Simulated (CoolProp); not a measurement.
Vapour pressure (bar) of carbon monoxide: the reference equation beside estimates from Tc = 132.9 K, pc = 34.98 bar, ω = 0.050. Clausius-Clapeyron is anchored at 103.2 K with a constant enthalpy of vaporisation of 4.972 kJ/mol.

Model: reference Helmholtz-energy equation of state, Lemmon 2006, in CoolProp. It is a short technical equation, of lower accuracy than the large ones.

| T (K) | reference | Lee-Kesler | Clausius-Clapeyron | van der Waals | Redlich-Kwong |
|---|---|---|---|---|---|
| 95.2 | 3.747 | 3.752 | 4.207 | 7.892 | 3.714 |
| 97.9 | 4.645 | 4.650 | 5.003 | 9.065 | 4.649 |
| 100.5 | 5.648 | 5.653 | 5.860 | 10.30 | 5.697 |
| 103.2 | 6.847 | 6.850 | 6.847 | 11.68 | 6.949 |
| 105.8 | 8.165 | 8.165 | 7.895 | 13.13 | 8.326 |
| 108.5 | 9.718 | 9.712 | 9.087 | 14.74 | 9.943 |
| 111.2 | 11.47 | 11.46 | 10.39 | 16.47 | 11.76 |
| 113.8 | 13.36 | 13.34 | 11.75 | 18.26 | 13.72 |
| 116.5 | 15.55 | 15.52 | 13.27 | 20.23 | 15.97 |
| 119.1 | 17.90 | 17.86 | 14.84 | 22.25 | 18.36 |
| 121.8 | 20.59 | 20.55 | 16.59 | 24.48 | 21.08 |
| 124.5 | 23.57 | 23.54 | 18.45 | 26.83 | 24.05 |
| 127.1 | 26.74 | 26.72 | 20.36 | 29.23 | 27.17 |

Absolute difference from the reference over all 13 rows, mean and median: Lee-Kesler 0.1 and 0.1 %, Clausius-Clapeyron 11.7 and 12.1 %, van der Waals 49.8 and 43.6 %, Redlich-Kwong 1.9 and 2.0 %.
